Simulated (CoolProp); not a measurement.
Saturation properties of hexamethyldisiloxane (MM).

Computed with CoolProp (reference Helmholtz-energy equation of state, Thol 2016).

```csv
T (K),p (kPa),vapour density (kg/m³),enthalpy of vaporisation (kJ/kg),surface tension (mN/m)
336.5,29.73,1.773,211.2,12.1
348.6,45.92,2.669,(withheld),11.1
360.7,68.43,3.892,199.4,10.1
372.8,(withheld),5.521,193.2,9.12
384.9,138.8,(withheld),186.7,8.17
397,190.3,10.39,179.8,7.24
409.1,255.3,13.87,(withheld),6.34
421.2,(withheld),18.28,(withheld),5.46
433.3,434.5,23.82,156.5,4.62
```

Complete the blanks.


- 348.6, enthalpy of vaporisation (kJ/kg): 205.4
- 372.8, p (kPa): 98.83
- 384.9, vapour density (kg/m³): 7.650
- 409.1, enthalpy of vaporisation (kJ/kg): 172.6
- 421.2, p (kPa): 335.9
- 421.2, enthalpy of vaporisation (kJ/kg): 164.8

It boils at 373.7 K under 1 atm.

Surface tension comes from a separate correlation (Mulero 2014), older than this fluid's equation and unchecked against measurements.
